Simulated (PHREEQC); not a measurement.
H3PO4 is added in steps, without added water, to 1 kg of water holding 3.3 mmol/kgw CO2, at 25 °C. O2 is buffered at 0.21 atm. CO2 is held at log p = -2 (atm). No solid was allowed to form.

Base run: PHREEQC, ion-association model, phreeqc.dat. Each further column changes one thing. The table gives H3PO4 (mol/kgw).

```csv
H3PO4 added (mol),base,Davies equation for every ion,database wateq4f.dat,all activity coefficients set to 1,metal-ligand complexes left out
0,0,0,0,0,0
0.001038,0.000117,0.000117,0.000117,0.000123,0.000117
0.002075,0.000385,0.000384,0.000385,0.000409,0.000385
0.003112,0.000745,0.000742,0.000745,0.000792,0.000745
0.00415,0.00117,0.00116,0.00117,0.00124,0.00117
0.005188,0.00164,0.00163,0.00164,0.00174,0.00164
0.006225,0.00215,0.00214,0.00215,0.00229,0.00215
0.007262,0.00269,0.00268,0.00269,0.00286,0.00269
0.0083,0.00325,0.00324,0.00325,0.00346,0.00325
```

 H3PO4, which wateq4f.dat lacks, is added to it with the constant of phreeqc.dat. phreeqc.dat and wateq4f.dat share most of their constants, so their agreement is no independent check.
